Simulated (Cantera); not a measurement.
An adiabatic, constant-pressure homogeneous reactor starts with CO : H2 : O2 : N2 = 1 : 0.31 : 0.963 : 3.37 (molar parts), at 1325 K and 9.87 atm. Integrator tolerance rtol = 1e-08.

Model: GRI-Mech 3.0 (53 species, 325 reactions), integrated in Cantera. The hydrogen kinetics of GRI-Mech 3.0 are dated; newer H2 mechanisms differ, most at raised pressure.

Problem. What does this change do: pressure from 9.87 atm to 4.93 atm?

Solution. 
```json
[
 {"quantity": "time of steepest temperature rise", "before": "6.63 µs", "after": "9.68 µs"},
 {"quantity": "temperature at 0.200 s", "before": "2753 K", "after": "2716 K"},
 {"quantity": "equilibrium temperature", "before": "2753 K", "after": "2716 K"},
 {"quantity": "x(CO) at 0.200 s", "before": "0.0269 (gas-phase equilibrium 0.0269)", "after": "0.0309 (gas-phase equilibrium 0.0309)"},
 {"quantity": "x(H2) at 0.200 s", "before": "0.00126 (gas-phase equilibrium 0.00126)", "after": "0.00149 (gas-phase equilibrium 0.00149)"},
 {"quantity": "x(O2) at 0.200 s", "before": "0.0622 (gas-phase equilibrium 0.0622)", "after": "0.0640 (gas-phase equilibrium 0.0640)"},
 {"quantity": "x(NO) at 0.200 s", "before": "0.0171 (gas-phase equilibrium 0.0171)", "after": "0.0164 (gas-phase equilibrium 0.0164)"},
 {"quantity": "x(H2O2) at 0.200 s", "before": "4.99e-7 (gas-phase equilibrium 4.99e-7)", "after": "3.29e-7 (gas-phase equilibrium 3.29e-7)"},
 {"quantity": "x(H2O) at 0.200 s", "before": "0.0548 (gas-phase equilibrium 0.0548)", "after": "0.0539 (gas-phase equilibrium 0.0539)"}
]
```
